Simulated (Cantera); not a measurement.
An isothermal plug-flow reactor at 925 K and 2.30 bar (inlet), inlet velocity 0.42 m/s, active area per volume 800 1/m; feed 0.322 % CH₄, 4.55 % O₂, 87.6 % N₂, 7.54 % H₂O, equivalence ratio 0.14.

Detailed kinetics in Cantera: Deutschmann's 1995 Pt surface mechanism with GRI-Mech 3.0 gas chemistry. Catalytic surfaces can have several steady states; this one follows from the mechanism file's or the stated starting coverage. Mass transfer to the wall is taken as infinitely fast.

x: gas mole fraction; θ: surface coverage.

```csv
z (m),x CH₄,x O₂,x H₂O,x CO₂,x CO,θ free Pt,θ O*,θ OH*
0.00011,0.00320,0.0454,0.0754,1.36e-5,[?],0.120,0.872,0.00805
0.00019,0.00319,0.0454,0.0754,2.37e-5,[?],0.120,0.872,0.00805
0.00034,0.00317,0.0454,0.0755,4.29e-5,9.89e-7,0.120,0.872,0.00806
0.00061,0.00314,0.0453,0.0756,7.73e-5,1.02e-6,0.120,0.872,0.00806
0.0011,0.00307,0.0452,0.0757,0.000139,1.00e-6,0.120,0.872,0.00807
0.0019,0.00297,0.0450,0.0759,0.000237,9.73e-7,0.120,0.871,0.00809
0.0034,0.00280,0.0446,0.0762,0.000414,9.16e-7,0.121,0.871,0.00811
0.0061,0.00250,0.0440,0.0768,0.000707,[?],0.121,0.871,0.00815
0.011,0.00203,0.0431,0.0777,0.00117,[?],0.122,0.870,0.00822
```

Task: Some entries are withheld; supply them.

Result: 
- 0.00011, x CO: 6.62e-7
- 0.00019, x CO: 8.58e-7
- 0.0061, x CO: 8.21e-7
- 0.011, x CO: 6.72e-7
